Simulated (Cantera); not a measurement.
## Diamond growth

A diamond (100) surface in a fixed gas of H2 with x(CH4) = 0.0066, x(H) = 0.00067, x(CH3) = 4e-05, at 1125 K; coverages are run to steady state.

Detailed kinetics in Cantera: the Harris–Goodwin 1993 mechanism for the reconstructed diamond (100) surface.

```
P (Pa)  growth (µm/h)  θ c6HH  θ c6H*  θ c6*H  θ c6**    θ c6HM
------  -------------  ------  ------  ------  ------  --------
410           0.00709   0.512  0.0295   0.442  0.0158  0.000306
730            0.0155   0.512  0.0295   0.441  0.0158  0.000539
1300           0.0362   0.512  0.0295   0.441  0.0157  0.000939
2300           0.0888   0.511  0.0294   0.441  0.0157   0.00160
4100            0.229   0.511  0.0294   0.440  0.0157   0.00265
7300            0.595   0.509  0.0293   0.439  0.0157   0.00422
13000            1.51   0.508  0.0292   0.437  0.0156   0.00631
23000            3.57   0.506  0.0291   0.436  0.0156   0.00872
```
θ: site fractions in the mechanism's names (c6HH fully hydrogenated, c6H* and c6*H radical sites, c6** diradical, c6HM methylated).
